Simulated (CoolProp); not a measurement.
Oxygen along the isobar 0.933 MPa: fugacity coefficient from the reference equation and from simpler models built on Tc = -118.6 °C, pc = 5.046 MPa, ω = 0.022; each cubic takes its own stable root.

Computed with CoolProp (reference Helmholtz-energy equation of state, Schmidt 1985).

```csv
T (°C),phase,reference,van der Waals,Redlich-Kwong,Soave-Redlich-Kwong,Peng-Robinson
-174.55,liquid,0.2344,0.6040,0.2006,0.2328,0.2356
-166.65,liquid,0.4241,0.8679,0.3897,0.4249,0.4250
-158.75,liquid,0.6950,0.8888,0.6683,0.7001,0.6946
-150.85,gas,0.8788,0.9047,0.8794,0.8803,0.8729
-143.05,gas,0.8988,0.9175,0.8984,0.8988,0.8915
-135.15,gas,0.9148,0.9282,0.9139,0.9140,0.9069
-127.25,gas,0.9276,0.9371,0.9265,0.9264,0.9196
-119.35,gas,0.9381,0.9446,0.9368,0.9368,0.9301
-111.45,gas,0.9467,0.9510,0.9453,0.9454,0.9390
-103.55,gas,0.9538,0.9565,0.9525,0.9526,0.9465
-95.65,gas,0.9598,0.9612,0.9585,0.9588,0.9529
-87.75,gas,0.9649,0.9652,0.9636,0.9641,0.9584
-79.85,gas,0.9692,0.9688,0.9680,0.9686,0.9632
-71.95,gas,0.9729,0.9719,0.9717,0.9725,0.9673
```

At some of these states van der Waals gives the other phase, because its saturation line lies elsewhere.
